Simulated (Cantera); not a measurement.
A perfectly stirred reactor is fed with CH2O : O2 : N2 = 0.029 : 0.027 : 1 (molar parts), equivalence ratio 1.1, at 8.70 bar; it is held at 1375 K, and followed from long to short residence time.

Detailed kinetics in Cantera: GRI-Mech 3.0 (53 species, 325 reactions). The temperature is held fixed by assumption; the heat of reaction is taken as removed at once.

**Question.** What does this change do: pressure from 8.70 bar to 5.00 bar?

**Answer.** 
```csv
quantity,before,after
x(CH2O) at τ = 2.70 s,4.33e-7,3.82e-7
x(O2) at τ = 2.70 s,1.80e-5,1.96e-5
x(OH) at τ = 2.70 s,4.27e-6,8.40e-6
x(C2H) at τ = 2.70 s,<1e-12,<1e-12
x(CO) at τ = 2.70 s,0.00255,0.00255
x(CH2O) at τ = 45.0 ms,3.99e-6,3.58e-6
x(O2) at τ = 45.0 ms,0.000189,0.000243
x(OH) at τ = 45.0 ms,2.92e-5,5.46e-5
x(C2H) at τ = 45.0 ms,<1e-12,<1e-12
x(CO) at τ = 45.0 ms,0.00294,0.00299
```

**Question.** What does this change do: temperature 1375 to 1098 K?

**Answer.** 
| quantity | before | after |
|---|---|---|
| x(CH2O) at τ = 2.70 s | 4.33e-7 | 2.92e-5 |
| x(O2) at τ = 2.70 s | 1.80e-5 | 0.000741 |
| x(OH) at τ = 2.70 s | 4.27e-6 | 6.47e-8 |
| x(C2H) at τ = 2.70 s | <1e-12 | <1e-12 |
| x(CO) at τ = 2.70 s | 0.00255 | 0.00415 |
| x(CH2O) at τ = 45.0 ms | 3.99e-6 | 0.000458 |
| x(O2) at τ = 45.0 ms | 0.000189 | 0.00768 |
| x(OH) at τ = 45.0 ms | 2.92e-5 | 4.09e-7 |
| x(C2H) at τ = 45.0 ms | <1e-12 | <1e-12 |
| x(CO) at τ = 45.0 ms | 0.00294 | 0.0151 |
